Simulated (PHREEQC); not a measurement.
A solution holds 0.0077 mol/kgw Cu(BF4)2 and 0.00024 mol/kgw NaCl, at 29 °C. Closed to the air; pH follows from the charge balance.

Computed with PHREEQC (ion-association model, phreeqc.dat).

```csv
quantity,before,after
pH,2.90,3.04
ionic strength (mol/kgw),0.0244,0.00557
SI of Halite (NaCl),-8.95,-10.28
```

Problem. Name the change that produced these shifts.
A. NaCl from 0.00024 to 0.000216 mol/kgw
B. Cu(BF4)2 replaced by LiF at the same molality
C. diluted 5-fold with water
D. Cu(BF4)2 left out
E. Cu(BF4)2 from 0.0077 to 0.00693 mol/kgw

Solution. C, diluted 5-fold with water

Precipitation was switched off in this run. Real BF4- forms and hydrolyses slowly; the run takes it at equilibrium.
